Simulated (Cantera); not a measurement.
Cantera with NASA thermochemical tables; ideal gases at 1 bar, condensed phases pure. Values are per mole of reaction as written; species without (g) are pure solids or liquids, kept so even where they would boil at 1 bar.

CO₂(g) + 6 Ti₂O₃ = 4 Ti₃O₅ + C

| T (K) | ΔH° (kJ) | ΔS° (J/K) | ΔG° (kJ) | log10 K |
|---|---|---|---|---|
| 1075 | ___ | ___ | ___ | ___ |
| 1175 | ___ | ___ | ___ | ___ |
| 1275 | -336.1 | -136.0 | -162.7 | 6.67 |
| 1375 | -339.0 | -138.2 | -149.0 | 5.66 |
| 1475 | -340.3 | -139.1 | -135.1 | 4.78 |
| 1575 | ___ | ___ | ___ | ___ |
| 1675 | ___ | ___ | ___ | ___ |

**Question.** Fill in the missing entries.

**Answer.** 
- 1075, ΔH° (kJ): -326.1
- 1075, ΔS° (J/K): -127.4
- 1075, ΔG° (kJ): -189.2
- 1075, log10 K: 9.19
- 1175, ΔH° (kJ): -331.8
- 1175, ΔS° (J/K): -132.5
- 1175, ΔG° (kJ): -176.2
- 1175, log10 K: 7.83
- 1575, ΔH° (kJ): -340.1
- 1575, ΔS° (J/K): -139.0
- 1575, ΔG° (kJ): -121.2
- 1575, log10 K: 4.02
- 1675, ΔH° (kJ): -338.2
- 1675, ΔS° (J/K): -137.8
- 1675, ΔG° (kJ): -107.4
- 1675, log10 K: 3.35
